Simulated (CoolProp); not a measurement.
Properties of n-decane along the isotherm 528.4 K (Tc = 617.7 K, pc = 2101 kPa, ω = 0.488).

Computed with CoolProp (reference Helmholtz-energy equation of state, Lemmon 2006). It is a short technical equation, of lower accuracy than the large ones.

| p (kPa) | phase | cp (kJ/(kg K)) | cv (kJ/(kg K)) | speed of sound (m/s) | expansivity (1/kK) |
|---|---|---|---|---|---|
| 3.32 | gas | 2.611 | 2.552 | 177.6 | 1.900 |
| 5.01 | gas | 2.611 | 2.552 | 177.5 | 1.904 |
| 7.56 | gas | 2.612 | 2.553 | 177.3 | 1.910 |
| 11.4 | gas | 2.613 | 2.553 | 177.1 | 1.918 |
| 17.2 | gas | 2.614 | 2.553 | (withheld) | 1.932 |
| 26 | gas | 2.616 | 2.554 | 176.4 | 1.952 |
| 39.2 | gas | 2.618 | 2.556 | 175.7 | 1.984 |
| 59.1 | gas | 2.623 | 2.558 | (withheld) | 2.033 |
| 89.1 | gas | 2.630 | 2.561 | 173.0 | 2.111 |
| 134 | gas | 2.640 | 2.566 | 170.4 | 2.237 |
| 203 | gas | 2.659 | 2.573 | 166.3 | (withheld) |
| 306 | gas | 2.692 | 2.586 | 159.7 | 2.857 |
| 462 | gas | 2.761 | 2.608 | 147.9 | 3.743 |
| 696 | liquid | 3.206 | 2.675 | 429.7 | 2.554 |
| 1050 | liquid | 3.194 | 2.674 | 439.6 | 2.466 |

Problem. Some entries are withheld; supply them.

Solution. 
- 17.2, speed of sound (m/s): 176.8
- 59.1, speed of sound (m/s): 174.6
- 203, expansivity (1/kK): 2.455
